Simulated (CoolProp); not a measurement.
Saturation properties of octamethylcyclotetrasiloxane (D4) (Tc = 313.4 °C, pc = 1.347 MPa, ω = 0.598).

The numbers come from the reference Helmholtz-energy equation of state, Thol 2015 in CoolProp.

```tsv
T (°C)	p (MPa)	liquid density (kg/m³)	vapour density (kg/m³)	liquid cp (kJ/(kg K))	surface tension (mN/m)
138.45	0.03514	815.3	3.157	1.904	9.86
151.45	0.05225	798.4	4.608	1.936	8.98
164.55	0.07556	780.9	6.566	1.968	8.11
177.55	0.1061	762.8	9.121	2.001	7.26
190.65	0.1457	743.9	12.46	2.035	6.43
203.65	0.1955	724.3	16.71	2.071	5.61
216.75	0.2580	703.4	22.17	2.110	4.81
229.75	0.3342	681.3	29.07	2.152	4.04
242.85	0.4272	657.2	37.96	2.199	3.29
255.85	0.5382	630.9	49.38	2.256	2.57
268.95	0.6717	600.8	64.61	2.332	1.88
```

It boils at 175.7 °C under 1 atm.

Surface tension comes from a separate correlation (Mulero 2014), older than this fluid's equation and unchecked against measurements.
